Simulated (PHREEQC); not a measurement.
Brine (model solution)

A solution holds 0.17 mol Na2CO3, 0.0019 mol NaHCO3 and 3.7e-05 mol NaCl per kg of water, at 25 °C. Closed to the air; pH follows from the charge balance.

All values are PHREEQC results (ion-association model, phreeqc.dat), not measurements.

No solid was allowed to form.

### Question
What pH, specific conductance, activity of water does the model give?

### Answer
pH 11.18; specific conductance 17400 µS/cm; activity of water 0.993.

### Question
In which forms is Na present?

### Answer
Na+ 73 %, NaCO3- 27 % of the Na.
